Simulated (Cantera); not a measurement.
An adiabatic, constant-pressure homogeneous reactor starts with CH4 : H2 : O2 : N2 = 1 : 1.2 : 1.18 : 4.44 (molar parts), at 1650 K and 1400000 Pa.

Model: GRI-Mech 3.0 (53 species, 325 reactions), integrated in Cantera. The pressure lies above the range GRI-Mech 3.0 was tuned for (to about 10 atm).

x: mole fraction; the columns are a selection and need not sum to one.

```
t (s)     T (K)    x CH4   x H2      x O2    x N2O     x OH
--------  -----  -------  -----  --------  -------  -------
3.00e-6    1663    0.125  0.152     0.149        …  2.39e-5
1.14e-5    2727  0.00274  0.184  0.000123        …  0.00162
4.31e-5    2704  8.29e-6  0.220   6.73e-6        …  0.00121
0.000164   2704  2.29e-9  0.220   6.92e-6        …  0.00123
0.000621   2704  2.23e-9  0.219   6.98e-6  2.65e-8  0.00124
0.00235    2705  2.22e-9  0.219   6.98e-6  2.51e-8  0.00124
0.00892    2705  2.22e-9  0.219   6.98e-6  2.51e-8  0.00124
0.0338     2705  2.22e-9  0.219   6.98e-6  2.51e-8  0.00124
0.128      2705  2.22e-9  0.219   6.98e-6  2.51e-8  0.00124
0.487      2705  2.22e-9  0.219   6.98e-6  2.51e-8  0.00124
1.85       2705  2.22e-9  0.219   6.98e-6  2.51e-8  0.00124
7.00       2705  2.22e-9  0.219   6.98e-6  2.51e-8  0.00124
```

Task: Fill in the missing entries.

Result: 
- 3.00e-6, x N2O: 4.58e-9
- 1.14e-5, x N2O: 3.40e-8
- 4.31e-5, x N2O: 5.25e-8
- 0.000164, x N2O: 3.77e-8
